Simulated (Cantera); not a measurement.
A jet of CH4 : O2 : N2 = 0.034 : 0.083 : 0.79 (molar parts) at 300 K and 35000 Pa hits a platinum plate 4.1 cm away at a mass flux of 0.16 kg/m²/s; the plate temperature is set and raised in steps from an oxygen-covered start.

Model: Deutschmann's 1995 Pt surface mechanism with GRI-Mech 3.0 gas chemistry, integrated in Cantera. Catalytic surfaces can have several steady states; this one follows from the mechanism file's or the stated starting coverage.

x: mole fraction at the wall; θ: surface coverage.

```
plate T (K)  wall x CH4  wall x O2  wall x H2O  wall x OH  wall x CO  wall x CO2  θ free Pt   θ O*    θ OH*
-----------  ----------  ---------  ----------  ---------  ---------  ----------  ---------  -----  -------
900              0.0212     0.0569      0.0304          …    7.47e-6      0.0200      0.171  0.827  0.00257
950              0.0136     0.0408      0.0445          …    6.86e-6      0.0293      0.248  0.749  0.00292
1000            0.00874     0.0305      0.0534          …    6.14e-6      0.0352      0.331  0.666  0.00290
1050            0.00598     0.0247      0.0584          …    5.73e-6      0.0385      0.411  0.586  0.00268
1100            0.00438     0.0214      0.0612          …    5.63e-6      0.0405      0.486  0.511  0.00239
```

### Question
Fill in the missing entries.

### Answer

- 900, wall x OH: 2.03e-8
- 950, wall x OH: 6.17e-8
- 1000, wall x OH: 1.62e-7
- 1050, wall x OH: 3.79e-7
- 1100, wall x OH: 8.05e-7
